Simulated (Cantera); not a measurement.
An adiabatic, constant-volume homogeneous reactor starts with CH₄ : H₂ : O₂ : N₂ = 1 : 0.032 : 1.83 : 6.89 (molar parts), at 1075 K and 4.93 atm. Integrator tolerance rtol = 1e-08.

Computed with Cantera and GRI-Mech 3.0 (53 species, 325 reactions).

| quantity | before | after |
|---|---|---|
| time of steepest temperature rise | 26.4 ms | 31.5 ms |
| temperature at 0.200 s | 2930 K | 2929 K |
| equilibrium temperature | 2930 K | 2929 K |
| x(CH₄) at 0.200 s | <1e-12 (gas-phase equilibrium <1e-12) | <1e-12 (gas-phase equilibrium <1e-12) |
| x(H₂) at 0.200 s | 0.0195 (gas-phase equilibrium 0.0195) | 0.0192 (gas-phase equilibrium 0.0192) |
| x(O₂) at 0.200 s | 0.00688 (gas-phase equilibrium 0.00688) | 0.00701 (gas-phase equilibrium 0.00701) |
| x(CH₂O) at 0.200 s | 4.96e-9 (gas-phase equilibrium 4.96e-9) | 4.87e-9 (gas-phase equilibrium 4.87e-9) |
| x(HCO) at 0.200 s | 2.45e-7 (gas-phase equilibrium 2.45e-7) | 2.42e-7 (gas-phase equilibrium 2.42e-7) |
| x(C₂H₆) at 0.200 s | <1e-12 (gas-phase equilibrium <1e-12) | <1e-12 (gas-phase equilibrium <1e-12) |

Which change was made?
A) pressure from 4.93 atm to 0.987 atm
B) constant pressure in place of constant volume
C) H2 0.032 to 0.023 parts
D) N2 6.89 to 17 parts

C, H2 0.032 to 0.023 parts
